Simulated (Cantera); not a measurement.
Equilibrium for sublimation and decomposition of ceramics: Si3N4 + C + H2

Input: 1 mol Si3N4, 0.87 mol C, 0.14 mol H2, held at 2252 °C.

Equilibrium computed with Cantera from the NASA thermochemical tables; the gas is ideal and each condensed phase is pure. Candidate condensed phases: C, C6H6, C7H8, C8H18, Si, SiC, Si3N4; 105 gas species. Mutual solubility and eutectic melting of coexisting phases are not modelled. The tables' values for SiN are old estimates; treat these amounts as uncertain. Gases not in the tables: Si2H6 and higher silanes. Rates play no part.

From 0.00750 Torr to 2.78 Torr nothing is condensed. From 20.3 Torr to 7500 Torr the condensed part is Si(l) + SiC(s). The main Si-bearing gas is Si throughout.

```json
[
 {"P (Pa)": "1", "log p N2": "-5.45", "log p Si": "-5.30", "log p SiC2": "-6.35", "log p H2": "-9.48", "log p H": "-6.29", "log p Si2C": "-8.82", "log p CN": "-6.87", "log p C": "-6.88", "log p C3": "-6.89", "n Si(l)": "0", "n SiC(s)": "0"},
 {"P (Pa)": "7.20", "log p N2": "-4.57", "log p Si": "-4.45", "log p SiC2": "-5.30", "log p H2": "-7.76", "log p H": "-5.43", "log p Si2C": "-7.03", "log p CN": "-6.33", "log p C": "-6.78", "log p C3": "-6.57", "n Si(l)": "0", "n SiC(s)": "0"},
 {"P (Pa)": "52", "log p N2": "-3.70", "log p Si": "-3.60", "log p SiC2": "-4.41", "log p H2": "-6.09", "log p H": "-4.60", "log p Si2C": "-5.31", "log p CN": "-5.87", "log p C": "-6.76", "log p C3": "-6.51", "n Si(l)": "0", "n SiC(s)": "0"},
 {"P (Pa)": "370", "log p N2": "-2.83", "log p Si": "-2.80", "log p SiC2": "-3.66", "log p H2": "-4.59", "log p H": "-3.85", "log p Si2C": "-3.72", "log p CN": "-5.46", "log p C": "-6.78", "log p C3": "-6.59", "n Si(l)": "0", "n SiC(s)": "0"},
 {"P (Pa)": "2700", "log p N2": "-1.74", "log p Si": "-2.24", "log p SiC2": "-3.99", "log p H2": "-3.09", "log p H": "-3.10", "log p Si2C": "-3.06", "log p CN": "-5.36", "log p C": "-7.23", "log p C3": "-7.92", "n Si(l)": "1.36", "n SiC(s)": "0.743"},
 {"P (Pa)": "19000", "log p N2": "-0.77", "log p Si": "-2.24", "log p SiC2": "-3.99", "log p H2": "-2.00", "log p H": "-2.55", "log p Si2C": "-3.06", "log p CN": "-4.88", "log p C": "-7.23", "log p C3": "-7.92", "n Si(l)": "2.05", "n SiC(s)": "0.847"},
 {"P (Pa)": "140000", "log p N2": "0.11", "log p Si": "-2.24", "log p SiC2": "-3.99", "log p H2": "-1.08", "log p H": "-2.09", "log p Si2C": "-3.06", "log p CN": "-4.44", "log p C": "-7.23", "log p C3": "-7.92", "n Si(l)": "2.13", "n SiC(s)": "0.857"},
 {"P (Pa)": "1000000", "log p N2": "0.97", "log p Si": "-2.24", "log p SiC2": "-3.99", "log p H2": "-0.21", "log p H": "-1.66", "log p Si2C": "-3.06", "log p CN": "-4.01", "log p C": "-7.23", "log p C3": "-7.92", "n Si(l)": "2.14", "n SiC(s)": "0.859"}
]
```
log p: log10 of the partial pressure in bar; n: condensed amount in mol.
